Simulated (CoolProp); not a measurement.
Computed with CoolProp (reference Helmholtz-energy equation of state, Smukala 2000).

Task: Give the vapour pressure (kPa), enthalpy of vaporisation (kJ/kg), liquid cp (kJ/(kg K)), vapour Z of saturated ethylene at 172.8, 198.2 K.

Result: 
```tsv
T (K)	p (kPa)	enthalpy of vaporisation (kJ/kg)	liquid cp (kJ/(kg K))	vapour Z
172.8	123	477	2.42	0.962
198.2	423	436	2.52	0.909
```
